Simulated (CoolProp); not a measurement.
Vapour pressure (MPa) of carbon dioxide: the reference equation beside estimates from Tc = 304.1 K, pc = 7.377 MPa, ω = 0.224. Clausius-Clapeyron is anchored at 252.4 K with a constant enthalpy of vaporisation of 12.50 kJ/mol.

Computed with CoolProp (reference Helmholtz-energy equation of state, Span 1996).

| T (K) | reference | Lee-Kesler | Clausius-Clapeyron | van der Waals |
|---|---|---|---|---|
| 237.2 | 1.163 | 1.162 | 1.314 | 2.512 |
| 241 | 1.327 | 1.326 | 1.452 | 2.706 |
| 244.8 | 1.509 | 1.506 | 1.599 | 2.909 |
| 248.6 | 1.707 | 1.704 | 1.757 | 3.122 |
| 252.4 | 1.924 | 1.919 | 1.924 | 3.344 |
| 256.1 | 2.155 | 2.148 | 2.097 | 3.570 |
| 259.9 | 2.412 | 2.403 | 2.285 | 3.811 |
| 263.7 | 2.690 | 2.680 | 2.484 | 4.063 |

Absolute difference from the reference over all 8 rows, mean and median: Lee-Kesler 0.2 and 0.2 %, Clausius-Clapeyron 5.9 and 5.6 %, van der Waals 80.5 and 78.3 %.
